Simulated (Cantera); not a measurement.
An isothermal, constant-pressure homogeneous reactor starts with C2H4 : H2 = 1 : 21 (molar parts), at 1400 K and 20.3 Torr.

Model: GRI-Mech 3.0 (53 species, 325 reactions), integrated in Cantera. GRI-Mech 3.0 was tuned for natural gas; its chemistry of ethylene as a main component is partial and can be far from experiment. GRI-Mech 3.0 stops at C3 and has no aromatics, soot or wall deposition, so with more carbon than oxygen in the feed, carbon stays in small species such as C2H2 where larger ones or solid carbon would form. Radical loss at walls, strong at low pressure, is not modelled.

**Question.** Predict: x(C2H4) at 100 s; x(H2) at 100 s; x(H) at 100 s; x(CH3) at 100 s.

**Answer.** x(C2H4) at 100 s: 0.000875 (gas-phase equilibrium 0.000778)
x(H2) at 100 s: 0.955 (gas-phase equilibrium 0.949)
x(H) at 100 s: 3.22e-5 (gas-phase equilibrium 2.90e-5)
x(CH3) at 100 s: 1.81e-6 (gas-phase equilibrium 7.89e-6)
